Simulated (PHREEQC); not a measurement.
Consider water at 43 °C with 0.01 mol HF, 0.17 mol (CH3)4NF and 3.3e-05 mol H2SiF6 per kg of water. Closed to the air; pH follows from the charge balance.

Computed with PHREEQC (ion-association model, phreeqc.dat).

```csv
quantity,before,after
pH,4.61,4.84
F- (mol/kgw),0.166,0.166
HF (mol/kgw),0.00590,0.00584
HF2- (mol/kgw),0.00413,0.00420
SI of Quartz (SiO2),-6.79,-5.28
```

### Question
Name the change that produced these shifts.
A. temperature from 43 to 40 °C
B. temperature from 43 to 10 °C
C. diluted 10-fold with water
D. temperature from 43 to 70 °C

### Answer
D, temperature from 43 to 70 °C

No solid was allowed to form. (CH3)4N+ isn't in the database: it is added as a free cation with an ion size of 4 Å. Constants without temperature data keep their 25 °C values here. SiF6-2 is the database's only silicon fluoride.
